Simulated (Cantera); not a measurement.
Feed: 1 mol Si, 0.024 mol H₂O, 400 mol N₂, at 1448.15 K and 0.130 Pa.

Equilibrium computed with Cantera from the NASA thermochemical tables; the gas is ideal and each condensed phase is pure. Candidate condensed phases: H₂O, Si, SiO₂, Si₂N₂O, Si₃N₄; 35 gas species. Equilibrium is a limit: real reactors are often held back by kinetics, nucleation or transport.

Base state: N₂ 0.998, Si 0.00226, SiO 5.99e-5, H 4.84e-5, H₂ 3.56e-5 (mole fractions); condensed: Si(s).

**Question.** What changes in the equilibrium state with this change: temperature from 1448.15 K to 2175 K?

**Answer.** 
```
species      before     after
----------  -------  --------
N₂            0.998     0.997
Si          0.00226   0.00243
H           4.84e-5  0.000120
H₂          3.56e-5     <1e-9
SiO         5.99e-5   5.98e-5
Si(s), mol   0.0623         0
```

**Question.** What changes in the equilibrium state with this change: pressure from 0.130 Pa to 10000 Pa?

**Answer.** 
```csv
species,before,after
N₂,0.998,1.000
H₂,3.56e-5,6.00e-5
H,4.84e-5,2.26e-7
Si,0.00226,<1e-9
SiO,5.99e-5,1.28e-7
"Si(s), mol",0.0623,0
"Si₂N₂O(s), mol",0,0.0239
"Si₃N₄(s), mol",0,0.317
```
N₂ is the only nitrogen source here; it is nearly inert below about 1500 K, so the nitride shown seldom forms there in practice. Mutual solubility and eutectic melting of coexisting phases are not modelled.

**Question.** What changes in the equilibrium state with this change: temperature from 1448.15 K to 1675 K?

**Answer.** 
```json
[
 {"species": "N₂", "before": "0.998", "after": "0.997"},
 {"species": "Si", "before": "0.00226", "after": "0.00243"},
 {"species": "H", "before": "4.84e-5", "after": "0.000117"},
 {"species": "H₂", "before": "3.56e-5", "after": "1.32e-6"},
 {"species": "SiO", "before": "5.99e-5", "after": "5.98e-5"},
 {"species": "Si(s), mol", "before": "0.0623", "after": "0"}
]
```
